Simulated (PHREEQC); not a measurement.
Consider water at 25 °C with 7.8e-05 mol/kgw Na2B4O7 and 0.0024 mol/kgw NaCl. Closed to the air; pH follows from the charge balance.

All values are PHREEQC results (ion-association model, wateq4f.dat), not measurements.

- pH = 9.13
- ionic strength = 0.00256 mol/kgw
- total alkalinity = 0.156 meq/kg

```json
[
 {"species": "Na+", "molality": "0.00256", "activity": "0.00242", "log γ": "-0.024"},
 {"species": "Cl-", "molality": "0.00240", "activity": "0.00227", "log γ": "-0.024"},
 {"species": "H3BO3", "molality": "0.000170", "activity": "0.000170", "log γ": "0.000"},
 {"species": "H2BO3-", "molality": "0.000142", "activity": "0.000134", "log γ": "-0.025"},
 {"species": "OH-", "molality": "1.44e-5", "activity": "1.36e-5", "log γ": "-0.024"}
]
```

Precipitation was switched off in this run.
